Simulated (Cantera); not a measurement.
# Equilibrium for fluorocarbon and chlorocarbon gases: CCl4 + H2

Charge: 1 mol CCl4, 1.7 mol H2, at 18.0 Pa.

Cantera equilibrium calculation (NASA polynomials, part measured and part estimated; ideal gas, pure solids and liquids). Candidate condensed phases: C, C6H6, C7H8, C8H18; 103 gas species. Ions and electrons are included (thermal ionisation). Equilibrium is a limit: real reactors are often held back by kinetics, nucleation or transport.

From 2727 °C to 4727 °C nothing is condensed. The main C-bearing gas is C throughout.

| T (°C) | x Cl | x H | x C | x C3 |
|---|---|---|---|---|
| 2727 | 0.495 | 0.418 | 0.0594 | 0.0163 |
| 3227 | 0.477 | 0.405 | 0.117 | 5.81e-5 |
| 3727 | 0.476 | 0.405 | 0.119 | 1.90e-7 |
| 4227 | 0.476 | 0.405 | 0.119 | 2.13e-9 |
| 4727 | 0.475 | 0.404 | 0.117 | 5.69e-11 |
x: gas mole fraction; nothing condenses.
